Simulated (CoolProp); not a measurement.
A single-stage vapour-compression cycle with the fluid: evaporating at 216.15 K (dew point), condensing at 275.15 K (bubble point), superheat 8 K, subcooling 8 K, compressor efficiency 0.8, no pressure losses. The same conditions are run with several fluids, on thermodynamics alone (safety and materials aside).

Computed with CoolProp (reference Helmholtz-energy equation of state of each fluid (dimethyl ether: Wu 2011; CH2F2 (R32): Tillner-Roth 1997; R152A: Outcalt 1996; ethane: Bücker 2006; C2F6 (R116): Lemmon 2006; R115: Lemmon 2016)).

```json
[
 {"fluid": "dimethyl ether", "cooling COP": "?", "pressure ratio": "14.7", "discharge temperature (K)": "343.5", "refrigerating effect (kJ/kg)": "?", "volumetric capacity (kJ/m³)": "193"},
 {"fluid": "CH2F2 (R32)", "cooling COP": "?", "pressure ratio": "11.3", "discharge temperature (K)": "390.2", "refrigerating effect (kJ/kg)": "311", "volumetric capacity (kJ/m³)": "684"},
 {"fluid": "R152A", "cooling COP": "2.45", "pressure ratio": "15.7", "discharge temperature (K)": "345.0", "refrigerating effect (kJ/kg)": "282", "volumetric capacity (kJ/m³)": "183"},
 {"fluid": "ethane", "cooling COP": "2.15", "pressure ratio": "5.88", "discharge temperature (K)": "328.1", "refrigerating effect (kJ/kg)": "308", "volumetric capacity (kJ/m³)": "?"},
 {"fluid": "C2F6 (R116)", "cooling COP": "1.86", "pressure ratio": "7.00", "discharge temperature (K)": "287.7", "refrigerating effect (kJ/kg)": "56.0", "volumetric capacity (kJ/m³)": "1250"},
 {"fluid": "R115", "cooling COP": "?", "pressure ratio": "11.1", "discharge temperature (K)": "289.5", "refrigerating effect (kJ/kg)": "88.1", "volumetric capacity (kJ/m³)": "?"}
]
```

**Question.** Complete the blanks.

**Answer.** 
- dimethyl ether, cooling COP: 2.46
- dimethyl ether, refrigerating effect (kJ/kg): 397
- CH2F2 (R32), cooling COP: 2.30
- ethane, volumetric capacity (kJ/m³): 2300
- R115, cooling COP: 2.31
- R115, volumetric capacity (kJ/m³): 316
